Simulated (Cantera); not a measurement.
Input: 1 mol MgCO3, 0.91 mol CO2, 2.1 mol H2, at 0.000240 bar.

Equilibrium computed with Cantera from the NASA thermochemical tables; the gas is ideal and each condensed phase is pure. Candidate condensed phases: C, C6H6, C7H8, C8H18, H2O, Mg, MgCO3, MgO, Mg(OH)2; 116 gas species. Rates play no part.

Q: Which condensed phases are stable at each of these points (T (K)): 548, 623, 698, 773, 848, 923, 998, 1073, 1148, 1223, 1298, 1373?

A: 
```tsv
T (K)	condensed phases	Mg condensed (%)
548	C(graphite) + MgO(s)	100.0
623	MgO(s)	100.0
698	MgO(s)	100.0
773	MgO(s)	100.0
848	MgO(s)	100.0
923	MgO(s)	100.0
998	MgO(s)	100.0
1073	MgO(s)	100.0
1148	MgO(s)	100.0
1223	MgO(s)	100.0
1298	MgO(s)	100.0
1373	MgO(s)	100.0
```

At 548 K the condensed part is C(graphite) + MgO(s). From 623 K to 1373 K the condensed part is MgO(s).
